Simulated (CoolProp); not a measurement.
Properties of n-undecane along the isobar 2860 kPa.

The numbers come from the reference Helmholtz-energy equation of state, Aleksandrov 2011 in CoolProp. It is a short technical equation, of lower accuracy than the large ones.

```csv
T (°C),phase,Z,cp (kJ/(kg K)),speed of sound (m/s),expansivity (1/kK)
49.55,liquid,0.2313,2.295,1187,1.036
60.85,liquid,0.2262,2.336,1145,1.048
72.05,liquid,0.2214,2.377,1104,1.063
83.35,liquid,0.2170,2.419,1064,1.079
94.55,liquid,0.2130,2.462,1025,1.098
105.85,liquid,0.2092,2.506,986.8,1.120
117.15,liquid,0.2058,2.550,949.5,1.144
128.35,liquid,0.2027,2.595,913.3,1.171
139.65,liquid,0.1998,2.640,877.5,1.202
150.95,liquid,0.1972,2.685,842.2,1.235
162.15,liquid,0.1948,2.730,807.8,1.273
173.45,liquid,0.1927,2.775,773.5,1.315
184.65,liquid,0.1908,2.820,739.9,1.362
195.95,liquid,0.1891,2.866,706.3,1.415
```
